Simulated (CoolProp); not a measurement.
Values from CoolProp's reference Helmholtz-energy equation of state, Zhou 2012.

### Question
For o-xylene, give the phase and the density (kg/m³), speed of sound (m/s), viscosity (µPa s), conductivity (mW/(m K)) at 620 K and 13.3 MPa; 620 K and 16 MPa.

### Answer
- 620 K and 13.3 MPa: liquid; density 584, speed of sound 460, viscosity 99.3, conductivity 82.2
- 620 K and 16 MPa: liquid; density 598, speed of sound 504, viscosity 106, conductivity 83.8

Viscosity comes from a separate model (Cao 2016). Thermal conductivity comes from a separate model (Mylona 2014).
